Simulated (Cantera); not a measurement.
**Cu₂O + CO (carbothermic reduction)**

Input: 1 mol Cu₂O, 0.86 mol CO, held at 3.45 Torr.

Equilibrium computed with Cantera from the NASA thermochemical tables; the gas is ideal and each condensed phase is pure. Candidate condensed phases: C, Cu, CuO, Cu₂O; 15 gas species. Each liquid is taken as pure. Mutual solubility and eutectic melting of coexisting phases are not modelled. Equilibrium is a limit: real reactors are often held back by kinetics, nucleation or transport.

At 1523 K the condensed part is Cu(l) + Cu₂O(l). From 1673 K to 1823 K the condensed part is Cu(l). From 1973 K to 2573 K nothing is condensed. The main Cu-bearing gas is Cu throughout.

| T (K) | x CO₂ | x Cu | x CO | x O | x O₂ | x Cu₂ | n Cu(l) | n Cu₂O(l) |
|---|---|---|---|---|---|---|---|---|
| 1523 | 0.964 | 0.00262 | 0.000538 | 1.48e-5 | 0.0329 | 1.19e-6 | 1.83 | 0.0817 |
| 1673 | 0.899 | 0.0242 | 0.00242 | 0.000134 | 0.0745 | 2.55e-5 | 1.98 | 0 |
| 1823 | 0.766 | 0.153 | 0.0112 | 0.000582 | 0.0684 | 0.000324 | 1.83 | 0 |
| 1973 | 0.268 | 0.671 | 0.0226 | 0.00147 | 0.0338 | 0.00233 | 0 | 0 |
| 2123 | 0.231 | 0.660 | 0.0544 | 0.00523 | 0.0473 | 0.000972 | 0 | 0 |
| 2273 | 0.176 | 0.642 | 0.100 | 0.0158 | 0.0643 | 0.000440 | 0 | 0 |
| 2423 | 0.116 | 0.617 | 0.150 | 0.0399 | 0.0762 | 0.000213 | 0 | 0 |
| 2573 | 0.0648 | 0.589 | 0.189 | 0.0823 | 0.0737 | 0.000109 | 0 | 0 |
x: gas mole fraction; n: condensed amount in mol.
